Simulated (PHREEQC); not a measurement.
Ultrapure water in contact with air or piping: speciation

A made-up water analysis in mg/L, 20 °C, pH 5.82, pe 12.3: Na 0.0401; K 0.0184; Ca 0.0251; Mg 0.00592; Cl 0.0681; S(6) as SO4 0.0315; Alkalinity as HCO3 0.0943; Cd 0.000112.

Valence states are taken as typed.

Computed with PHREEQC (ion-association model, phreeqc.dat).

```json
{
 "ionic_strength": "6.76e-6 mol/kgw",
 "charge_balance_error": "-1.5 %"
}
```

```tsv
species	molality	activity	log γ
CO2	1.11e-5	1.11e-5	0.000
HCO3-	3.06e-6	3.05e-6	-0.001
Cl-	1.92e-6	1.91e-6	-0.001
Na+	1.74e-6	1.74e-6	-0.001
H+	1.52e-6	1.51e-6	-0.001
Ca+2	6.26e-7	6.19e-7	-0.005
K+	4.71e-7	4.69e-7	-0.001
SO4-2	3.28e-7	3.24e-7	-0.005
Mg+2	2.43e-7	2.41e-7	-0.005
```

This is a speciation only: nothing precipitates in the calculation.
